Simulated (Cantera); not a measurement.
# Fluorocarbon and chlorocarbon gases: CH2F2

A closed system holds: 1 mol CH2F2, held at 2398.15 K.

Cantera equilibrium calculation (NASA polynomials, part measured and part estimated; ideal gas, pure solids and liquids). Candidate condensed phases: C, C6H6, C7H8, C8H18; 95 gas species. Rates play no part.

From 1.00 Pa to 100000 Pa the condensed part is C(graphite). The main C-bearing gas is C3 at 1.00 Pa and CF2 at 100000 Pa.

```json
[
 {"P (Pa)": "1", "x HF": "0.659", "x H": "0.162", "x F": "0.160", "x C3": "0.00950", "x C": "0.00386", "x CF": "0.00377", "n C(graphite)": "0.907"},
 {"P (Pa)": "5.20", "x HF": "0.835", "x H": "0.0792", "x F": "0.0799", "x C3": "0.00183", "x C": "0.000743", "x CF": "0.00188", "n C(graphite)": "0.981"},
 {"P (Pa)": "27", "x HF": "0.924", "x H": "0.0358", "x F": "0.0376", "x C3": "0.000352", "x C": "0.000143", "x CF": "0.000885", "n C(graphite)": "0.995"},
 {"P (Pa)": "140", "x HF": "0.965", "x H": "0.0155", "x F": "0.0176", "x C3": "6.79e-5", "x C": "2.76e-5", "x CF": "0.000413", "n C(graphite)": "0.998"},
 {"P (Pa)": "720", "x HF": "0.984", "x H": "0.00642", "x F": "0.00839", "x C3": "1.32e-5", "x C": "5.37e-6", "x CF": "0.000197", "n C(graphite)": "0.999"},
 {"P (Pa)": "3700", "x HF": "0.992", "x H": "0.00256", "x F": "0.00413", "x C3": "2.57e-6", "x C": "1.04e-6", "x CF": "9.71e-5", "n C(graphite)": "0.999"},
 {"P (Pa)": "19000", "x HF": "0.996", "x H": "0.000995", "x F": "0.00208", "x C3": "5.00e-7", "x C": "2.03e-7", "x CF": "4.89e-5", "n C(graphite)": "0.999"},
 {"P (Pa)": "100000", "x HF": "0.998", "x H": "0.000383", "x F": "0.00103", "x C3": "9.50e-8", "x C": "3.86e-8", "x CF": "2.42e-5", "n C(graphite)": "0.999"}
]
```
x: gas mole fraction; n: condensed amount in mol.
